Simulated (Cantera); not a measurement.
A Cantera script and what it prints.

```python
import numpy as np
import cantera as ct

gas_names = """
    C2H2,acetylene H2
""".split()
cond_names = """
    Ti(a) Ti(b) Ti(L) TiC(s) TiC(L)
""".split()


# ... load() reads the species with a 1 bar reference pressure and builds the phases ...
species = {s.name: s for s in load("nasa_gas.yaml", gas_names) + load("nasa_condensed.yaml", cond_names)}
# Each term lists the table entries of one substance; the one whose range holds T is used.
reactions = {
    'C2H2(g) + 2 Ti = 2 TiC + H2(g)':
        [(-1, ['C2H2,acetylene']), (-2, ['Ti(a)', 'Ti(b)', 'Ti(L)']), (2, ['TiC(s)', 'TiC(L)']), (1, ['H2'])],
}


def pick(names, T):
    return next(species[n] for n in names if species[n].thermo.min_temp <= T <= species[n].thermo.max_temp)


results = []
for label, terms in reactions.items():
    print(label)
    print("     T/K   dH/kJ  dS/(J/K)   dG/kJ   log10 K")
    for T in [300, 1875, 1975, 2075, 2175, 2275, 2375, 2475]:
        used = [(nu, pick(names, T)) for nu, names in terms]
        dH = sum(nu * s.thermo.h(T) for nu, s in used) / 1e6
        dS = sum(nu * s.thermo.s(T) for nu, s in used) / 1e3
        dG = dH - T * dS / 1e3
        logK = -dG * 1e6 / (ct.gas_constant * T * np.log(10))
        results.append((label, T, dH, dS, dG, logK, [s.name for _, s in used]))
        print(f"{T:8g} {dH:8.1f} {dS:8.1f} {dG:8.1f} {logK:8.2f}")
```

Output:

```
C2H2(g) + 2 Ti = 2 TiC + H2(g)
     T/K   dH/kJ  dS/(J/K)   dG/kJ   log10 K
     300   -596.4    -83.2   -571.4    99.49
    1875   -601.4    -83.1   -445.6    12.41
    1975   -632.0    -98.8   -436.8    11.55
    2075   -634.1    -99.9   -426.9    10.75
    2175   -636.1   -100.8   -416.9    10.01
    2275   -638.0   -101.6   -406.7     9.34
    2375   -639.7   -102.4   -396.5     8.72
    2475   -641.1   -103.0   -386.3     8.15
```

Source: NASA polynomial tables (part measured, part estimated), evaluated in Cantera. TiC: taken at fixed stoichiometry. Condensed species are held in their standard states even where they would react or evaporate.
